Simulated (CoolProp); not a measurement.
Vapour-liquid equilibrium of isopentane (1) + R365MFC (2) at 0.944 MPa; x and y are mole fractions of (1).

The numbers come from the multi-fluid Helmholtz-energy mixture model, Lemmon 2006 and Lemmon 2016; pair parameters Bell 2016 in CoolProp.

| x | bubble temperature (K) | y at the bubble point | dew temperature at overall composition x (K) | liquid density (mol/L) |
|---|---|---|---|---|
| 0.05 | 390.3 | 0.104 | 392.3 | 6.864 |
| 0.2 | 382.7 | 0.323 | 386.9 | 6.907 |
| 0.35 | 378.6 | 0.456 | 381.8 | 6.909 |
| 0.5 | 376.9 | 0.549 | 377.6 | 6.911 |
| 0.65 | 376.6 | 0.632 | 376.7 | 6.942 |
| 0.8 | 377.9 | 0.734 | 379.6 | 7.004 |
| 0.95 | 382.8 | 0.907 | 384.3 | 7.061 |

y crosses x between x = 0.5 and 0.65: the model has an azeotrope there.

The pair parameters rest on a limited set of measurements; away from them the model extrapolates.
